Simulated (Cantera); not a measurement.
A perfectly stirred reactor is fed with CO : H2 : O2 : N2 : H2O = 1 : 0.25 : 1.23 : 4.61 : 0.089 (molar parts), at 3750 Torr; it is adiabatic with a 750 K inlet, and is followed from long to short residence time, starting on the burning branch (τ in s: 0.46, 0.21, 0.095, 0.043, 0.02, 0.0089, 0.0041, 0.0019, 0.00084, 0.00038, 0.00017, 7.9e-05, 3.6e-05).

Detailed kinetics in Cantera: GRI-Mech 3.0 (53 species, 325 reactions). The hydrogen kinetics of GRI-Mech 3.0 are dated; newer H2 mechanisms differ, most at raised pressure.

Problem. Predict: blow-out, bracketed by the residence times tried; x(CO) at τ = 0.460 s; x(H2) at τ = 0.460 s; x(O2) at τ = 0.460 s; x(N2O) at τ = 0.460 s; x(NO) at τ = 0.460 s; x(CO) at τ = 4.10 ms; x(H2) at τ = 4.10 ms; x(O2) at τ = 4.10 ms; x(N2O) at τ = 4.10 ms; x(NO) at τ = 4.10 ms.

Solution. 
* **blow-out, bracketed by the residence times tried**: burning at 36.0 µs, the shortest tried
* **x(CO) at τ = 0.460 s**: 0.000679
* **x(H2) at τ = 0.460 s**: 4.55e-5
* **x(O2) at τ = 0.460 s**: 0.0905
* **x(N2O) at τ = 0.460 s**: 7.24e-7
* **x(NO) at τ = 0.460 s**: 0.00341
* **x(CO) at τ = 4.10 ms**: 0.00329
* **x(H2) at τ = 4.10 ms**: 0.000171
* **x(O2) at τ = 4.10 ms**: 0.0928
* **x(N2O) at τ = 4.10 ms**: 1.78e-6
* **x(NO) at τ = 4.10 ms**: 0.000192
